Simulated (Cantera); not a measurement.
Charge: 1 mol Fe2O3, 0.082 mol SO3, 5.6 mol N2, at 1600 K and 1000 Pa.

Equilibrium computed with Cantera from the NASA thermochemical tables; the gas is ideal and each condensed phase is pure. Candidate condensed phases: Fe, FeO, FeS, FeSO4, FeS2, Fe2O3, Fe2(SO4)3, Fe3O4, S; 19 gas species. The numbers say what is thermodynamically allowed, not how fast it happens.

Base state: N2 0.950, O2 0.0348, SO2 0.0139, NO 0.000865, O 2.71e-5 (mole fractions); condensed: Fe3O4(s).

Task: What changes in the equilibrium state with this change: SO3 from 0.082 to 4.2 mol?

Result: 
| species | before | after |
|---|---|---|
| N2 | 0.950 | 0.463 |
| SO2 | 0.0139 | 0.348 |
| O2 | 0.0348 | 0.187 |
| SO3 | 6.02e-6 | 0.000349 |
| SO | 1.19e-6 | 1.28e-5 |
| O | 2.71e-5 | 6.27e-5 |
| NO | 0.000865 | 0.00140 |
| Fe3O4(s), mol | 0.667 | 0.667 |

Task: What changes in the equilibrium state with this change: temperature from 1600 K to 1775 K?

Result: 
| species | before | after |
|---|---|---|
| N2 | 0.950 | 0.950 |
| O2 | 0.0348 | 0.0343 |
| SO2 | 0.0139 | 0.0139 |
| NO | 0.000865 | 0.00169 |
| SO | 1.19e-6 | 1.12e-5 |
| O | 2.71e-5 | 0.000177 |
| Fe3O4(s), mol | 0.667 | 0.667 |
